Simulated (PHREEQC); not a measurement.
A solution holds 0.014 mol/kgw H2SO4, 0.00012 mol/kgw Al2(SO4)3 and 0.0002 mol/kgw Fe2(SO4)3, at 80 °C. It is in equilibrium with CO2 at log p = -1 (atm). Otherwise closed; pH follows from the charge balance.

Equilibrium calculation in PHREEQC: ion-association model, phreeqc.dat.

pH: 1.83
ionic strength: 0.0209 mol/kgw
total alkalinity: -28.8 meq/kg

```tsv
species	molality	activity	log γ
H+	0.0167	0.0146	-0.057
HSO4-	0.0114	0.00970	-0.069
SO4-2	0.00307	0.00167	-0.266
CO2	0.00126	0.00126	0.002
FeSO4+	0.000282	0.000242	-0.066
AlSO4+	0.000176	0.000150	-0.068
FeOH+2	5.93e-5	3.22e-5	-0.265
Al+3	5.14e-5	1.57e-5	-0.516
FeHSO4+2	2.61e-5	1.39e-5	-0.274
Fe+3	1.55e-5	4.74e-6	-0.516
Fe(SO4)2-	1.24e-5	1.06e-5	-0.069
Al(SO4)2-	1.15e-5	9.82e-6	-0.068
Fe(OH)2+	4.93e-6	4.24e-6	-0.065
AlHSO4+2	8.23e-7	4.38e-7	-0.274
AlOH+2	4.83e-7	2.65e-7	-0.261
```

This is a speciation only: nothing precipitates in the calculation. The solution is supersaturated, for example in Hematite (slow to form), Goethite (slow to form), so a real one may precipitate; this is no full list. At this temperature some constants are extrapolated from 25 °C, and those without enthalpy data are left unchanged.
